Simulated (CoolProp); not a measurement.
Values from CoolProp's reference Helmholtz-energy equation of state, Thol 2017.

Question: For decamethyltetrasiloxane (MD2M), give the phase and the cv (kJ/(kg K)), speed of sound (m/s), fugacity coefficient at 125.95 °C and 0.78 MPa.

Answer: 
- 125.95 °C and 0.78 MPa: liquid; cv 1.69, speed of sound 632, fugacity coefficient 0.0182
